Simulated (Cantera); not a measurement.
A perfectly stirred reactor is fed with NH3 : H2 = 1 : 2.4 (molar parts), at 1.00 atm; it is held at 2223 K, and followed from long to short residence time.

Computed with Cantera and the gas-phase N/H chemistry of the illustrative SiF4/NH3 mechanism in the Surface Chemkin manual (1991). Walls and surfaces, which speed up NH3 decomposition in real reactors, are not modelled.

x: mole fraction; the columns are a selection and need not sum to one.

| τ (s) | x NH3 | x H2 | x N2H2 | x NH | x N2H4 | x N |
|---|---|---|---|---|---|---|
| 5.7 | 0.000772 | 0.880 | ? | 2.65e-6 | 2.43e-11 | 9.98e-7 |
| 2.0 | 0.00135 | 0.880 | ? | 4.43e-6 | 7.10e-11 | 1.64e-6 |
| 0.68 | 0.00254 | 0.880 | ? | 7.44e-6 | 2.25e-10 | 2.60e-6 |
| 0.24 | 0.00535 | 0.879 | ? | 1.19e-5 | 7.58e-10 | 3.60e-6 |
| 0.082 | 0.0142 | 0.874 | ? | 1.79e-5 | 3.06e-9 | 4.10e-6 |
| 0.028 | 0.0391 | 0.860 | ? | 2.53e-5 | 1.20e-8 | 4.12e-6 |
| 0.0098 | 0.0902 | 0.829 | ? | 3.32e-5 | 3.69e-8 | 4.06e-6 |
| 0.0034 | 0.165 | 0.783 | ? | 4.01e-5 | 8.28e-8 | 3.95e-6 |

### Question
Complete the blanks.

### Answer

- 5.7, x N2H2: 1.52e-9
- 2.0, x N2H2: 4.37e-9
- 0.68, x N2H2: 1.33e-8
- 0.24, x N2H2: 4.02e-8
- 0.082, x N2H2: 1.31e-7
- 0.028, x N2H2: 3.98e-7
- 0.0098, x N2H2: 1.00e-6
- 0.0034, x N2H2: 1.99e-6
